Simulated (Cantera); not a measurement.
Feed: 1 mol HBr, 0.61 mol O2, at 550 K.

These are equilibrium values from Cantera (NASA tables, ideal gas, pure condensed phases), not measurements of a reactor. Candidate condensed phases: Br2, H2O; 12 gas species. Each liquid is taken as pure. The ideal-gas law is rough above about 30 bar. The numbers say what is thermodynamically allowed, not how fast it happens.

Problem. Which condensed phases are stable at each of these points (P (Pa)): 10, 120, 1400, 17000, 210000, 2500000, 30000000?

Solution. 
```tsv
P (Pa)	condensed phases
10	gas only
120	gas only
1400	gas only
17000	gas only
210000	gas only
2500000	gas only
30000000	Br2(l) + H2O(l)
```

From 0.000100 bar to 25.0 bar nothing is condensed. At 300 bar the condensed part is Br2(l) + H2O(l).
